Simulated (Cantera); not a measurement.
Input: 1 mol CH2F2, 8 mol H2, at 2825 °C and 2.18 Torr.

Equilibrium computed with Cantera from the NASA thermochemical tables; the gas is ideal and each condensed phase is pure. Candidate condensed phases: C, C6H6, C7H8, C8H18; 95 gas species. Equilibrium is a limit: real reactors are often held back by kinetics, nucleation or transport.

Base state: H 0.816, HF 0.0972, H2 0.0432, C 0.0141, F 0.0135, C3 0.0102, C2 0.00325, C2H 0.00140 (mole fractions); condensed: gas only.

Q: What changes in the equilibrium state with this change: H2 from 8 to 0.26 mol?

A: 
```csv
species,before,after
HF,0.0972,0.410
H,0.816,0.303
F,0.0135,0.153
CF,0.000619,0.0135
H2,0.0432,0.00596
C3,0.0102,0.0719
C2,0.00325,0.0119
C,0.0141,0.0269
CF2,6.52e-7,0.000161
C5,2.65e-5,0.000684
C2HF,7.19e-7,1.11e-5
C4,1.48e-5,0.000199
C2H2 (acetylene),0.000376,0.000190
```

Q: What changes in the equilibrium state with this change: H2 from 8 to 0.64 mol?

A: 
| species | before | after |
|---|---|---|
| H | 0.816 | 0.402 |
| HF | 0.0972 | 0.374 |
| F | 0.0135 | 0.105 |
| C3 | 0.0102 | 0.0601 |
| H2 | 0.0432 | 0.0105 |
| C2 | 0.00325 | 0.0106 |
| C | 0.0141 | 0.0254 |
| CF2 | 6.52e-7 | 7.15e-5 |
| C5 | 2.65e-5 | 0.000507 |
| CF | 0.000619 | 0.00872 |
| C4 | 1.48e-5 | 0.000157 |

Q: What changes in the equilibrium state with this change: H2 from 8 to 0.069 mol?

A: 
```json
[
 {"species": "HF", "before": "0.0972", "after": "0.418"},
 {"species": "H", "before": "0.816", "after": "0.245"},
 {"species": "F", "before": "0.0135", "after": "0.193"},
 {"species": "CF", "before": "0.000619", "after": "0.0175"},
 {"species": "H2", "before": "0.0432", "after": "0.00390"},
 {"species": "C3", "before": "0.0102", "after": "0.0785"},
 {"species": "C2", "before": "0.00325", "after": "0.0127"},
 {"species": "C", "before": "0.0141", "after": "0.0277"},
 {"species": "CF2", "before": "6.52e-7", "after": "0.000264"},
 {"species": "C5", "before": "2.65e-5", "after": "0.000791"},
 {"species": "C2HF", "before": "7.19e-7", "after": "1.20e-5"}
]
```
